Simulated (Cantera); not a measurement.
Input: 1 mol PbO, 13 mol H₂, 0.057 mol H₂O, held at 0.100 bar.

Method: chemical equilibrium by Gibbs-energy minimisation in Cantera with the NASA 1993 tables (ideal gas, pure condensed phases). Candidate condensed phases: H₂O, Pb, PbO, PbO₂, Pb₃O₄; 12 gas species. Rates play no part.

x: gas mole fraction; n: condensed amount in mol.

| T (K) | x H₂ | x H₂O | x Pb | x H | x Pb₂ | n Pb(l) |
|---|---|---|---|---|---|---|
| 1175 | 0.915 | 0.0806 | 0.00435 | … | 1.25e-7 | 0.943 |
| 1225 | 0.910 | 0.0802 | 0.00935 | … | 4.47e-7 | 0.877 |
| 1275 | 0.902 | 0.0794 | 0.0189 | … | 1.44e-6 | 0.749 |
| 1325 | 0.886 | 0.0780 | 0.0360 | … | 4.24e-6 | 0.512 |
| 1375 | 0.859 | 0.0756 | 0.0656 | … | 1.15e-5 | 0.0822 |
| 1425 | 0.854 | 0.0752 | 0.0711 | … | 1.12e-5 | 0 |
| 1475 | 0.854 | 0.0752 | 0.0711 | … | 9.38e-6 | 0 |
| 1525 | 0.854 | 0.0752 | 0.0711 | … | 7.96e-6 | 0 |
| 1575 | 0.854 | 0.0752 | 0.0711 | … | 6.82e-6 | 0 |
| 1625 | 0.853 | 0.0752 | 0.0711 | … | 5.90e-6 | 0 |
| 1675 | 0.853 | 0.0752 | 0.0711 | … | 5.14e-6 | 0 |
| 1725 | 0.853 | 0.0752 | 0.0711 | … | 4.52e-6 | 0 |

Q: What belongs in the gaps?

A: 
- 1175, x H: 3.71e-7
- 1225, x H: 9.40e-7
- 1275, x H: 2.21e-6
- 1325, x H: 4.87e-6
- 1375, x H: 1.00e-5
- 1425, x H: 1.99e-5
- 1475, x H: 3.79e-5
- 1525, x H: 6.91e-5
- 1575, x H: 0.000121
- 1625, x H: 0.000206
- 1675, x H: 0.000339
- 1725, x H: 0.000542
